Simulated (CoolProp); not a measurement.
Computed with CoolProp (reference Helmholtz-energy equation of state, Gao 2020).

Q: For ammonia, give the phase and the density (kg/m³), cv (kJ/(kg K)), expansivity (1/kK), viscosity (µPa s) at 27.85 °C and 41.1 MPa; 137.25 °C and 41.1 MPa; 319.65 °C and 41.1 MPa.

A: 
- 27.85 °C and 41.1 MPa: liquid; density 631, cv 2.80, expansivity 1.91, viscosity 157
- 137.25 °C and 41.1 MPa: supercritical; density 477, cv 2.67, expansivity 3.53, viscosity 67.9
- 319.65 °C and 41.1 MPa: supercritical; density 186, cv 2.52, expansivity 4.06, viscosity 30.0

Viscosity comes from a separate model (Fenghour 1995).
